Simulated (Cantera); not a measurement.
An adiabatic, constant-pressure homogeneous reactor starts with 4.47 % CH4, 0.237 % C2H6, 8.13 % O2, 76.4 % N2, 10.7 % CO2, equivalence ratio 1.2, at 1775 K and 19.0 bar.

Detailed kinetics in Cantera: GRI-Mech 3.0 (53 species, 325 reactions). The pressure lies above the range GRI-Mech 3.0 was tuned for (to about 10 atm).

One state of this run: T (K) = 2475; x CH4 = <1e-12; x C2H6 = <1e-12; x O2 = 0.000811; x CH3 = <1e-12; x HCN = 2.89e-9. x: mole fraction; the columns are a selection and need not sum to one.

Q: Which value of t (s) does it belong to?
(A) 4.13e-5
(B) 0.000153
(C) 1.11e-5
(D) 0.0291

A: D, 0.0291
